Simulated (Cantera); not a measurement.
Ammonia decomposition in nitride growth gas

An isothermal, constant-pressure homogeneous reactor starts with NH3 : H2 = 1 : 3.7 (molar parts), at 1775 K and 0.780 bar.

Model: the gas-phase N/H chemistry of the illustrative SiF4/NH3 mechanism in the Surface Chemkin manual (1991), integrated in Cantera. Walls and surfaces, which speed up NH3 decomposition in real reactors, are not modelled.

```json
[
 {"t (s)": "5.00e-5", "x NH3": "0.213", "x H2": "0.787", "x N2H4": "6.14e-11", "x N": "3.58e-12", "x N2": "1.26e-10"},
 {"t (s)": "0.000141", "x NH3": "0.213", "x H2": "0.787", "x N2H4": "4.93e-10", "x N": "8.20e-11", "x N2": "1.03e-8"},
 {"t (s)": "0.000397", "x NH3": "0.213", "x H2": "0.787", "x N2H4": "3.78e-9", "x N": "1.74e-9", "x N2": "5.05e-7"},
 {"t (s)": "0.00112", "x NH3": "0.213", "x H2": "0.787", "x N2H4": "2.14e-8", "x N": "2.31e-8", "x N2": "1.40e-5"},
 {"t (s)": "0.00316", "x NH3": "0.212", "x H2": "0.787", "x N2H4": "3.84e-8", "x N": "5.55e-8", "x N2": "0.000146"},
 {"t (s)": "0.00890", "x NH3": "0.211", "x H2": "0.788", "x N2H4": "3.86e-8", "x N": "5.65e-8", "x N2": "0.000588"},
 {"t (s)": "0.0251", "x NH3": "0.208", "x H2": "0.790", "x N2H4": "3.78e-8", "x N": "5.63e-8", "x N2": "0.00182"},
 {"t (s)": "0.0707", "x NH3": "0.200", "x H2": "0.794", "x N2H4": "3.57e-8", "x N": "5.59e-8", "x N2": "0.00515"},
 {"t (s)": "0.199", "x NH3": "0.180", "x H2": "0.806", "x N2H4": "3.04e-8", "x N": "5.48e-8", "x N2": "0.0136"},
 {"t (s)": "0.562", "x NH3": "0.136", "x H2": "0.832", "x N2H4": "2.01e-8", "x N": "5.13e-8", "x N2": "0.0314"},
 {"t (s)": "1.58", "x NH3": "0.0739", "x H2": "0.869", "x N2H4": "7.62e-9", "x N": "4.15e-8", "x N2": "0.0572"},
 {"t (s)": "4.46", "x NH3": "0.0260", "x H2": "0.897", "x N2H4": "1.29e-9", "x N": "2.35e-8", "x N2": "0.0770"},
 {"t (s)": "12.6", "x NH3": "0.00759", "x H2": "0.908", "x N2H4": "1.30e-10", "x N": "8.87e-9", "x N2": "0.0846"},
 {"t (s)": "35.5", "x NH3": "0.00235", "x H2": "0.911", "x N2H4": "1.30e-11", "x N": "2.94e-9", "x N2": "0.0867"},
 {"t (s)": "100", "x NH3": "0.000787", "x H2": "0.912", "x N2H4": "1.47e-12", "x N": "9.97e-10", "x N2": "0.0874"}
]
```
x: mole fraction; the columns are a selection and need not sum to one.

Equilibrium at this temperature and pressure: NH3 6.14e-6, H2 0.912, N2H4 <1e-12, N 7.78e-12, N2 0.0877 (gas phase only).
